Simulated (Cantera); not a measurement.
An isothermal, constant-pressure homogeneous reactor starts with NO : N2 = 1 : 0.62 (molar parts), at 1750 K and 5800 Pa.

Cantera simulation using GRI-Mech 3.0 (53 species, 325 reactions); the numbers are that mechanism's predictions, not measurements.

Question: Predict: x(NO) at 8.00 s; x(N2O) at 8.00 s; x(N2) at 8.00 s; x(O2) at 8.00 s; x(NO2) at 8.00 s; x(O) at 8.00 s.

Answer: 
| Item | Result |
|---|---|
| x(NO) at 8.00 s | 0.562 (gas-phase equilibrium 0.00396) |
| x(N2O) at 8.00 s | 0.000112 (gas-phase equilibrium 5.17e-8) |
| x(N2) at 8.00 s | 0.410 (gas-phase equilibrium 0.689) |
| x(O2) at 8.00 s | 0.0277 (gas-phase equilibrium 0.307) |
| x(NO2) at 8.00 s | 0.000138 (gas-phase equilibrium 3.21e-6) |
| x(O) at 8.00 s | 6.19e-5 (gas-phase equilibrium 0.000173) |
